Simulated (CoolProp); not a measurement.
Saturation properties of 1,2-dichloroethane (Tc = 288.4 °C, pc = 5226 kPa, ω = 0.269).

The numbers come from the reference Helmholtz-energy equation of state, Thol 2015 in CoolProp.

| T (°C) | p (kPa) | liquid density (kg/m³) | vapour density (kg/m³) | liquid cp (kJ/(kg K)) |
|---|---|---|---|---|
| 134.75 | 401.8 | 1069 | 12.75 | 1.445 |
| 145.85 | 515.1 | 1049 | 16.19 | 1.465 |
| 156.95 | 651.0 | 1027 | 20.34 | 1.488 |
| 167.95 | 810.8 | 1005 | 25.25 | 1.512 |
| 179.05 | 1000 | 981.9 | 31.15 | 1.540 |
| 190.15 | 1221 | 957.7 | 38.20 | 1.572 |
| 201.15 | 1473 | 932.4 | 46.51 | 1.609 |
| 212.25 | 1766 | 905.4 | 56.56 | 1.655 |
| 223.35 | 2101 | 876.5 | 68.69 | 1.713 |

It boils at 83.5 °C under 1 atm.
